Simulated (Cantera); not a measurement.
Cantera run, input and output.

```python
import numpy as np
import cantera as ct

gas = ct.Solution("gri30.yaml")
gas.TPX = 448, 101325, {'C3H8': 1, 'O2': 4.17, 'N2': 23}
inlet = ct.Reservoir(gas, clone=True)
gas.equilibrate("HP")  # start burning
reactor = ct.IdealGasConstPressureReactor(gas, energy="on", clone=False)
exhaust = ct.Reservoir(gas, clone=True)
tau = [0.021, 0.0098, 0.0046, 0.0021, 0.00098, 0.00046, 0.00021, 9.9e-05, 4.6e-05][0]
for a, b in ((inlet, reactor), (reactor, exhaust)):
    ct.MassFlowController(a, b, mdot=lambda t: reactor.mass / tau)
net = ct.ReactorNet([reactor])
show = ['C3H8', 'O2', 'NO', 'CO2', 'CO', 'C2H']

rows = []
print(f"{'tau/s':>10s}{'T/K':>9s}" + "".join(f"{s:>11s}" for s in show))
for tau in [0.021, 0.0098, 0.0046, 0.0021, 0.00098, 0.00046, 0.00021, 9.9e-05, 4.6e-05]:
    net.initial_time = 0.0
    net.advance(30 * tau)
    before = gas.X
    net.advance(40 * tau)
    drift = np.max(np.abs(gas.X - before) / (gas.X + 1e-9))
    rows.append([gas.T, *gas[show].X, drift])
    print(f"{tau:10.3e}{gas.T:9.1f}" + "".join(f"{x:11.3e}" for x in gas[show].X))
```

Output:

```
     tau/s      T/K       C3H8         O2         NO        CO2         CO        C2H
 2.100e-02   1895.8  1.426e-06  6.535e-04  1.924e-04  6.076e-02  3.887e-02  4.962e-08
 9.800e-03   1882.2  2.487e-06  1.058e-03  1.924e-04  6.028e-02  3.921e-02  7.677e-08
 4.600e-03   1864.8  4.415e-06  1.655e-03  1.825e-04  5.954e-02  3.976e-02  1.188e-07
 2.100e-03   1842.4  8.317e-06  2.572e-03  1.617e-04  5.834e-02  4.069e-02  1.889e-07
 9.800e-04   1815.2  1.634e-05  3.967e-03  1.329e-04  5.636e-02  4.226e-02  3.016e-07
 4.600e-04   1777.1  3.542e-05  6.483e-03  9.627e-05  5.258e-02  4.531e-02  4.796e-07
 2.100e-04   1685.7  1.178e-04  1.426e-02  3.943e-05  4.159e-02  5.386e-02  6.641e-07
 9.900e-05    448.0  3.550e-02  1.480e-01 -1.194e-19 -1.561e-16 -2.301e-16 -1.016e-45
 4.600e-05    448.0  3.550e-02  1.480e-01 -2.130e-22 -2.784e-19 -4.104e-19  3.180e-53
```

Detailed kinetics in Cantera: GRI-Mech 3.0 (53 species, 325 reactions). GRI-Mech 3.0 was tuned for natural gas; its chemistry of propane as a main component is partial and can be far from experiment.
